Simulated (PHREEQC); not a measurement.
Make-up at 25 °C: 0.014 mol KHCO3, 0.0092 mol Na2SO4 and 0.47 mol KCl per kg of water. Closed to the air; pH follows from the charge balance.

The numbers come from PHREEQC with the ion-association model, phreeqc.dat.

No solid was allowed to form.

Task: Order these S species by the share of S that they hold, largest first: SO4-2, KSO4-, NaSO4-.

Result: SO4-2 (60 %), KSO4- (39 %), NaSO4- (1.2 %)

The pH is 7.98 and the ionic strength 0.504 mol/kgw. Complexes and solids missing from the database can't appear.
